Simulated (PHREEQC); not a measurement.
**Silver or lead bath: speciation**

Solution (25 °C): 0.36 mmol/kgw Pb(NO3)2. Closed to the air; pH follows from the charge balance.

All values are PHREEQC results (ion-association model, wateq4f.dat), not measurements.

This is a speciation only: nothing precipitates in the calculation.

**Question.** Estimate the pH.

**Answer.** pH 5.61.

Species that the database lacks are ignored.
